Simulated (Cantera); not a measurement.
# Low-pressure radical oxidation in H2/O2

A perfectly stirred reactor is fed with H₂ : O₂ = 0.35 : 1 (molar parts), at 1400 Pa; it is held at 1450 K, and followed from long to short residence time.

Detailed kinetics in Cantera: the H2/O2 subset of GRI-Mech 3.0, which has no nitrogen chemistry. Radical loss at walls, strong at low pressure, is not modelled. The temperature is held fixed by assumption; the heat of reaction is taken as removed at once.

```tsv
τ (s)	x H₂	x O₂	x O	x H₂O₂	x HO₂
0.41	0.00201	0.690	0.00952	1.56e-7	4.18e-6
0.16	0.00362	0.681	0.0173	1.98e-7	5.31e-6
0.061	0.00631	0.667	0.0309	2.37e-7	6.16e-6
0.023	0.0101	0.644	0.0513	2.58e-7	6.45e-6
0.0089	0.0141	0.619	0.0729	2.56e-7	6.25e-6
0.0034	0.0180	0.602	0.0876	2.48e-7	5.93e-6
0.0013	0.0233	0.596	0.0916	2.50e-7	5.72e-6
0.00050	0.0346	0.601	0.0856	2.62e-7	5.54e-6
0.00019	0.0609	0.620	0.0692	2.72e-7	5.22e-6
```
x: mole fraction; the columns are a selection and need not sum to one.
